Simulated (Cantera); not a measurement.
A perfectly stirred reactor is fed with C₂H₆ : N₂ = 1 : 26 (molar parts), at 0.105 Torr; it is held at 1850 K, and followed from long to short residence time.

Computed with Cantera and GRI-Mech 3.0 (53 species, 325 reactions). GRI-Mech 3.0 stops at C3 and has no aromatics, soot or wall deposition, so with more carbon than oxygen in the feed, carbon stays in small species such as C2H2 where larger ones or solid carbon would form. Radical loss at walls, strong at low pressure, is not modelled.

| quantity | before | after |
|---|---|---|
| x(C₂H₆) at τ = 6.70 s | 5.23e-5 | 0.00418 |
| x(CH₄) at τ = 6.70 s | 0.00336 | 0.0130 |
| x(C₂H₄) at τ = 6.70 s | 0.000370 | 0.0109 |
| x(H) at τ = 6.70 s | 0.00149 | 0.000126 |
| x(HCN) at τ = 6.70 s | 0.000246 | 2.82e-7 |
| x(C₂H₆) at τ = 47.0 ms | 0.00573 | 0.0368 |
| x(CH₄) at τ = 47.0 ms | 0.00520 | 2.53e-5 |
| x(C₂H₄) at τ = 47.0 ms | 0.00922 | 7.36e-5 |
| x(H) at τ = 47.0 ms | 0.00197 | 5.18e-6 |
| x(HCN) at τ = 47.0 ms | 1.60e-5 | 1.34e-10 |

Task: Which change was made?
A) C2H6 1 to 3.7 parts
B) temperature 1850 to 1350 K
C) N2 26 to 6.7 parts
D) pressure from 0.105 Torr to 0.315 Torr

Result: B, temperature 1850 to 1350 K
